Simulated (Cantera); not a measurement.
A Cantera script and its output.

```python
import numpy as np
import cantera as ct

surf = ct.Interface("ptcombust.yaml", "Pt_surf")
gas = surf.adjacent["gas"]
gas.TPX = 300, 34000, {'CH4': 0.034, 'O2': 0.15, 'N2': 0.79}
jet = ct.ImpingingJet(gas=gas, width=0.034, surface=surf)
jet.inlet.mdot, jet.inlet.T, jet.inlet.X = 0.036, 300, {'CH4': 0.034, 'O2': 0.15, 'N2': 0.79}
jet.set_refine_criteria(ratio=10, slope=0.2, curve=0.3)
show, cover = ['CH4', 'O2', 'H2O', 'OH', 'CO', 'CO2'], ["PT(S)", "H(S)", "O(S)", "OH(S)", "CO(S)", "C(S)"]

rows = []
print(f"{'Ts/K':>7s}" + "".join(f"{s:>11s}" for s in show + cover) + "   (gas at the wall, coverages)")
for i, Ts in enumerate([950, 1000, 1050, 1100, 1150, 1200, 1250]):
    jet.surface.T = Ts
    if i == 0:
        surf.TP = Ts, 34000
        surf.coverages = "PT(S):0.5, O(S):0.5"
        surf.advance_coverages(1.0)
        jet.set_initial_guess(products="inlet")
    jet.solve(loglevel=0, auto=(i == 0))
    rows.append([*(jet.X[gas.species_index(s), -1] for s in show), *surf[cover].coverages])
    print(f"{Ts:7g}" + "".join(f"{x:11.3e}" for x in rows[-1]))
```

Output:

```
   Ts/K        CH4         O2        H2O         OH         CO        CO2      PT(S)       H(S)       O(S)      OH(S)      CO(S)       C(S)   (gas at the wall, coverages)
    950  1.238e-02  1.059e-01  4.192e-02  6.957e-08  5.412e-06  2.769e-02  1.952e-01  2.488e-07  8.022e-01  2.560e-03  9.544e-06  4.566e-08
   1000  8.026e-03  9.674e-02  4.984e-02  1.870e-07  4.719e-06  3.300e-02  2.581e-01  5.571e-07  7.393e-01  2.564e-03  6.401e-06  4.000e-08
   1050  5.447e-03  9.136e-02  5.444e-02  4.457e-07  4.219e-06  3.610e-02  3.221e-01  1.075e-06  6.754e-01  2.420e-03  4.235e-06  3.369e-08
   1100  3.889e-03  8.827e-02  5.708e-02  9.633e-07  3.942e-06  3.782e-02  3.856e-01  1.877e-06  6.121e-01  2.215e-03  2.859e-06  2.829e-08
   1150  2.429e-03  8.593e-02  5.938e-02  2.017e-06  6.810e-06  3.880e-02  4.478e-01  3.074e-06  5.502e-01  2.006e-03  2.004e-06  2.012e-08
   1200  1.481e-03  8.396e-02  6.133e-02  3.791e-06  8.938e-06  3.983e-02  5.080e-01  4.785e-06  4.902e-01  1.800e-03  1.462e-06  1.369e-08
   1250  5.840e-04  8.179e-02  6.371e-02  6.797e-06  1.150e-05  4.097e-02  5.656e-01  7.193e-06  4.328e-01  1.614e-03  1.057e-06  5.967e-09
```

Computed with Cantera and Deutschmann's 1995 Pt surface mechanism with GRI-Mech 3.0 gas chemistry. Catalytic surfaces can have several steady states; this one follows from the mechanism file's or the stated starting coverage.
